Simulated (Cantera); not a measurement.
A Cantera script and what it prints.

```python
import numpy as np
import cantera as ct

gas_names = """
    H HNO HNO2 HNO3 HO2 H2 H2O H2O2 N NH NH2 NH3 NH2OH NO NO2 NO3 N2 N2H2 N2H4 N2O O OH O2 O3 Si SiH
    SiH2 SiH3 SiH4 SiN SiO SiO2 Si2 Si2N Si3
""".split()
cond_names = """
    H2O(s) H2O(L) Si(cr) Si(L) SiO2(Lqz) SiO2(hqz) SiO2(L) Si2N2O(s) Si3N4(a)
""".split()


def load(file, names, dense=False):
    # The tables refer to 1 bar. Condensed volumes are neglected.
    table = {s.name: s for s in ct.Species.list_from_file(file)}
    out = []
    for n in names:
        d = dict(table[n].input_data)
        d["thermo"] = dict(d["thermo"], **{"reference-pressure": 1e5})
        if dense:
            d["equation-of-state"] = {"model": "constant-volume", "density": "1e6 g/cm^3"}
        out.append(ct.Species.from_dict(d))
    return out


gas = ct.Solution(thermo="ideal-gas", species=load("nasa_gas.yaml", gas_names))
cond = {s.name: ct.Solution(thermo="fixed-stoichiometry", species=[s], name=s.name)
        for s in load("nasa_condensed.yaml", cond_names, dense=True)}
atoms = {
    'SiH4': {'Si': 1, 'H': 4},
    'NO': {'N': 1, 'O': 1},
    'N2': {'N': 2},
    'O3': {'O': 3},
}
top_T = {'Si2N2O(s)': 2100, 'Si3N4(a)': 2400}  # K; cautious upper limits of use, not melting points


def equilibrate(T, P, feed):
    n = {}
    for name, mol in feed.items():
        for a, k in atoms[name].items():
            n[a] = n.get(a, 0.0) + k * mol
    gas.TPX = T, P, n
    mass = sum(n.values()) * gas.mean_molecular_weight
    gas.equilibrate("TP")
    valid = [c for c in cond.values() if c.min_temp <= T <= top_T.get(c.name, c.max_temp)]
    mix = ct.Mixture([(gas, mass / gas.mean_molecular_weight)] + [(c, 0.0) for c in valid])
    mix.T, mix.P = T, P
    mix.equilibrate("TP", solver="vcs", rtol=1e-11, max_steps=5000)
    return mix


results = []
feed = {'SiH4': 1, 'NO': 2.3, 'N2': 40, 'O3': 3.4}  # mol
P = 88  # Pa
for T in [923, 1023, 1123, 1223, 1323, 1423, 1523, 1623, 1723]:
    mix = equilibrate(T, P, feed)
    results.append((T, P, feed, dict(zip(mix.species_names, mix.species_moles))))
    x = sorted(zip(gas.X, gas.species_names), reverse=True)
    print(f"T = {T:g} K  P = {P:g} Pa  gas = {mix.phase_moles(0):.4g} mol")
    print("   x: " + "  ".join(f"{s} {v:.3e}" for v, s in x if v > 1e-05))
    print("   condensed (mol): " + ("  ".join(f"{mix.phase(i).name} {mix.phase_moles(i):.4g}"
          for i in range(1, mix.n_phases) if mix.phase_moles(i) > 1e-12) or "none"))
```

It prints:

```
T = 923 K  P = 88 Pa  gas = 47.4 mol
   x: N2 8.681e-01  O2 8.966e-02  H2O 4.219e-02
   condensed (mol): SiO2(hqz) 1
T = 1023 K  P = 88 Pa  gas = 47.4 mol
   x: N2 8.681e-01  O2 8.965e-02  H2O 4.219e-02  NO 2.747e-05
   condensed (mol): SiO2(hqz) 1
T = 1123 K  P = 88 Pa  gas = 47.4 mol
   x: N2 8.681e-01  O2 8.963e-02  H2O 4.219e-02  NO 7.153e-05
   condensed (mol): SiO2(hqz) 1
T = 1223 K  P = 88 Pa  gas = 47.4 mol
   x: N2 8.681e-01  O2 8.958e-02  H2O 4.219e-02  NO 1.593e-04  OH 1.240e-05
   condensed (mol): SiO2(hqz) 1
T = 1323 K  P = 88 Pa  gas = 47.4 mol
   x: N2 8.680e-01  O2 8.949e-02  H2O 4.217e-02  NO 3.142e-04  OH 4.155e-05
   condensed (mol): SiO2(hqz) 1
T = 1423 K  P = 88 Pa  gas = 47.4 mol
   x: N2 8.678e-01  O2 8.934e-02  H2O 4.213e-02  NO 5.632e-04  OH 1.175e-04  O 1.357e-05
   condensed (mol): SiO2(hqz) 1
T = 1523 K  P = 88 Pa  gas = 47.41 mol
   x: N2 8.676e-01  O2 8.909e-02  H2O 4.203e-02  NO 9.343e-04  OH 2.895e-04  O 5.551e-05  H2 1.216e-05
   condensed (mol): SiO2(hqz) 1
T = 1623 K  P = 88 Pa  gas = 47.41 mol
   x: N2 8.672e-01  O2 8.868e-02  H2O 4.182e-02  NO 1.455e-03  OH 6.370e-04  O 1.909e-04  H2 4.100e-05  H 1.492e-05
   condensed (mol): SiO2(hqz) 1
T = 1723 K  P = 88 Pa  gas = 47.43 mol
   x: N2 8.664e-01  O2 8.800e-02  H2O 4.137e-02  NO 2.147e-03  OH 1.274e-03  O 5.686e-04  H2 1.197e-04  H 6.726e-05
   condensed (mol): SiO2(L) 0.9999
```

Cantera equilibrium calculation (NASA polynomials, part measured and part estimated; ideal gas, pure solids and liquids). The tables hold silica as quartz up to 1696 K and as liquid above; real silica turns to tridymite and cristobalite and melts near 1996 K.
